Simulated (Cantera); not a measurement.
# Adiabatic ignition

An adiabatic, constant-pressure homogeneous reactor starts with 2.23 % C3H8, 19.2 % O2, 78.6 % N2, at 1425 K and 1.40 bar.

Detailed kinetics in Cantera: GRI-Mech 3.0 (53 species, 325 reactions). GRI-Mech 3.0 was tuned for natural gas; its chemistry of propane as a main component is partial and can be far from experiment.

```json
[
 {"t (s)": "8.00e-6", "T (K)": "1423", "x C3H8": "0.0220", "x O2": "0.192", "x NO": "<1e-12", "x HO2": "5.08e-5", "x H2": "5.17e-5", "x HCO": "3.03e-9", "x CH2O": "1.85e-5"},
 {"t (s)": "2.48e-5", "T (K)": "1422", "x C3H8": "0.0209", "x O2": "0.191", "x NO": "<1e-12", "x HO2": "5.53e-5", "x H2": "0.000300", "x HCO": "7.59e-8", "x CH2O": "0.000265"},
 {"t (s)": "7.67e-5", "T (K)": "1428", "x C3H8": "0.0161", "x O2": "0.188", "x NO": "1.49e-11", "x HO2": "0.000105", "x H2": "0.00172", "x HCO": "8.14e-7", "x CH2O": "0.00143"},
 {"t (s)": "0.000237", "T (K)": "2287", "x C3H8": "<1e-12", "x O2": "0.0795", "x NO": "8.17e-5", "x HO2": "6.57e-6", "x H2": "0.00379", "x HCO": "1.00e-8", "x CH2O": "2.02e-11"},
 {"t (s)": "0.000734", "T (K)": "2461", "x C3H8": "<1e-12", "x O2": "0.0781", "x NO": "0.000512", "x HO2": "5.94e-6", "x H2": "0.00133", "x HCO": "8.66e-10", "x CH2O": "4.24e-12"},
 {"t (s)": "0.00227", "T (K)": "2465", "x C3H8": "<1e-12", "x O2": "0.0775", "x NO": "0.00161", "x HO2": "6.03e-6", "x H2": "0.00124", "x HCO": "7.48e-10", "x CH2O": "3.84e-12"},
 {"t (s)": "0.00704", "T (K)": "2461", "x C3H8": "<1e-12", "x O2": "0.0761", "x NO": "0.00448", "x HO2": "5.88e-6", "x H2": "0.00122", "x HCO": "7.23e-10", "x CH2O": "3.74e-12"},
 {"t (s)": "0.0218", "T (K)": "2453", "x C3H8": "<1e-12", "x O2": "0.0737", "x NO": "0.00942", "x HO2": "5.63e-6", "x H2": "0.00120", "x HCO": "6.81e-10", "x CH2O": "3.57e-12"},
 {"t (s)": "0.0674", "T (K)": "2449", "x C3H8": "<1e-12", "x O2": "0.0724", "x NO": "0.0120", "x HO2": "5.50e-6", "x H2": "0.00118", "x HCO": "6.59e-10", "x CH2O": "3.48e-12"},
 {"t (s)": "0.209", "T (K)": "2448", "x C3H8": "<1e-12", "x O2": "0.0724", "x NO": "0.0121", "x HO2": "5.49e-6", "x H2": "0.00118", "x HCO": "6.58e-10", "x CH2O": "3.48e-12"},
 {"t (s)": "0.646", "T (K)": "2448", "x C3H8": "<1e-12", "x O2": "0.0724", "x NO": "0.0121", "x HO2": "5.49e-6", "x H2": "0.00118", "x HCO": "6.58e-10", "x CH2O": "3.48e-12"},
 {"t (s)": "2.00", "T (K)": "2448", "x C3H8": "<1e-12", "x O2": "0.0724", "x NO": "0.0121", "x HO2": "5.49e-6", "x H2": "0.00118", "x HCO": "6.58e-10", "x CH2O": "3.48e-12"}
]
```
x: mole fraction; the columns are a selection and need not sum to one.

```yaml
time_of_steepest_temperature_rise: 0.140 ms
temperature at 2.00 s: 2448 K
equilibrium_temperature: 2448 K
x(C3H8) at 2.00 s: <1e-12 (gas-phase equilibrium <1e-12)
x(O2) at 2.00 s: 0.0724 (gas-phase equilibrium 0.0724)
x(NO) at 2.00 s: 0.0121 (gas-phase equilibrium 0.0121)
```
